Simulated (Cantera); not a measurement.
What does this Cantera script print?

```python
import numpy as np
import cantera as ct

gas_names = [...]  # 91 gases of nasa_gas.yaml made of C, Cl, H
cond_names = """
    C(gr) C6H6(L) C7H8(L) C8H18(L),n-octa
""".split()


# ... load() reads the species with a 1 bar reference pressure and builds the phases ...
atoms = {
    'CH3Cl': {'C': 1, 'H': 3, 'CL': 1},
}
top_T = {'C(gr)': 4500}  # K; cautious upper limits of use, not melting points


# ... equilibrate(T, P, feed) seeds the gas with the atoms and calls Mixture.equilibrate('TP', solver="vcs", rtol=1e-11, max_steps=5000) ...
results = []
feed = {'CH3Cl': 1}  # mol
T = 2823  # K
P = 73000  # Pa
mix = equilibrate(T, P, feed)
results.append((T, P, feed, dict(zip(mix.species_names, mix.species_moles))))
x = sorted(zip(gas.X, gas.species_names), reverse=True)
print(f"T = {T:g} K  P = {P:g} Pa  gas = {mix.phase_moles(0):.4g} mol")
print("   x: " + "  ".join(f"{s} {v:.3e}" for v, s in x if v > 1e-06))
print("   condensed (mol): " + ("  ".join(f"{mix.phase(i).name} {mix.phase_moles(i):.4g}"
      for i in range(1, mix.n_phases) if mix.phase_moles(i) > 1e-12) or "none"))
```

Result:

```
T = 2823 K  P = 73000 Pa  gas = 2.122 mol
   x: H2 4.431e-01  HCL 4.252e-01  H 6.907e-02  CL 4.568e-02  C2H2,acetylene 1.595e-02  C2H 3.260e-04  C2HCL 2.787e-04  C4H2 2.392e-04  C3 5.727e-05  CH3 3.535e-05  C2H2,vinylidene 3.255e-05  CL2 3.171e-05  CH4 1.366e-05  CH2 1.239e-05  C 1.158e-05  C2 5.617e-06  CH 4.034e-06  C6H2 3.790e-06  C3H3,propargyl 3.165e-06  C2H3,vinyl 2.352e-06  CHCL 1.727e-06  C2H4 1.365e-06  CCL 1.280e-06
   condensed (mol): C(gr) 0.9269
```

Cantera equilibrium calculation (NASA polynomials, part measured and part estimated; ideal gas, pure solids and liquids).
